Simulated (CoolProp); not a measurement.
Hexamethyldisiloxane (MM) along the isobar 14.3 bar: density (kg/m³) from the reference equation and from simpler models built on Tc = 245.6 °C, pc = 19.31 bar, ω = 0.418; each cubic takes its own stable root.

The numbers come from the reference Helmholtz-energy equation of state, Thol 2016 in CoolProp.

```
T (°C)   phase  reference
------  ------  ---------
-11.15  liquid      798.8
27.55   liquid      759.1
66.25   liquid      717.9
104.95  liquid      673.7
143.65  liquid      624.5
182.35  liquid      565.3
221.15  liquid      475.0
259.85     gas      73.88
298.55     gas      61.43
```

Question: How far does each simpler model (Soave-Redlich-Kwong, Peng-Robinson) lie from the reference over these 9 states: mean and median of the absolute difference, and the worst?

Answer: 
- Soave-Redlich-Kwong: mean 7.2 %, median 6.9 %, worst -16.9 % at 221.15 °C and 14.3 bar
- Peng-Robinson: mean 4.0 %, median 4.8 %, worst -6.4 % at 221.15 °C and 14.3 bar
